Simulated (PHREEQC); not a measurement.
1.5 g of hydrous ferric oxide (600 m²/g; 0.2 weak and 0.005 strong sites per Fe, Dzombak-Morel constants, diffuse double layer) in 1 kg of water with 0.005 mol/kgw of an inert sodium salt and 0.00022 mol PbCl2 and 2.1e-05 mol BaCl2, at 25 °C; the pH is set by adding NaOH or the inert anion's acid. Oxygen alone is held at its pressure in air (log pO2 = -0.68). No CO2 enters from the air. Precipitation was switched off in this run.

The series has 17 steps of pH, from 3 to 9.

Equilibrium calculation in PHREEQC: ion-association model, wateq4f.dat.

Q: Near which pH is half of the Pb sorbed, and on which side is more sorbed?

A: Near pH 4.7, with more sorbed at higher pH.

Species that the database lacks are ignored. The oxide is taken as insoluble; below pH 4 it would dissolve.
